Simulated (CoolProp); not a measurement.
Toluene along the isotherm 346.85 °C: Z from the reference equation and from simpler models built on Tc = 318.6 °C, pc = 4.126 MPa, ω = 0.266; each cubic takes its own stable root.

Computed with CoolProp (reference Helmholtz-energy equation of state, Lemmon 2006). It is a short technical equation, of lower accuracy than the large ones.

```tsv
p (MPa)	phase	reference
0.13	gas	0.9900
0.192	gas	0.9852
0.281	gas	0.9783
0.413	gas	0.9679
0.606	gas	0.9526
0.889	gas	0.9295
1.3	gas	0.8949
1.92	gas	0.8398
2.81	gas	0.7525
4.13	supercritical	0.5958
6.06	supercritical	0.2990
8.89	supercritical	0.3374
13	supercritical	0.4443
19.2	supercritical	0.6069
28.1	supercritical	0.8326
41.3	supercritical	1.153
```

**Question.** How far does each simpler model (van der Waals, Redlich-Kwong, Peng-Robinson) lie from the reference over these 16 states: mean and median of the absolute difference, and the worst?

**Answer.** 
- van der Waals: mean 14.2 %, median 3.0 %, worst +38.0 % at 346.85 °C and 41.3 MPa
- Redlich-Kwong: mean 4.8 %, median 1.2 %, worst +16.6 % at 346.85 °C and 8.89 MPa
- Peng-Robinson: mean 2.4 %, median 0.4 %, worst +16.2 % at 346.85 °C and 6.06 MPa
